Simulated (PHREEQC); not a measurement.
1 kg of water holding 0.054 mol NaCl, 0.005 mol Na2CO3, 0.015 mol Na2SO4 and 0.21 mol NaOH is evaporated at 90 °C; the solids stay in contact with the brine. CO2 from the air is kept out. The run lets Burkeite, Halite, Mirabilite, Nahcolite, Natron, Thenardite, Trona precipitate or redissolve, and no other solid.

The numbers come from PHREEQC with the Pitzer model, pitzer.dat.

Q: Predict water activity, pH at water left (kg) = 0.07809, 0.04335, 0.0293.

A: 
| water left (kg) | water activity | pH |
|---|---|---|
| 0.07809 | 0.867 | 12.81 |
| 0.04335 | 0.764 | 13.28 |
| 0.0293 | 0.694 | 13.62 |

Away from 25 °C the constants follow the database's enthalpies or fits; those with neither stay at their 25 °C values.
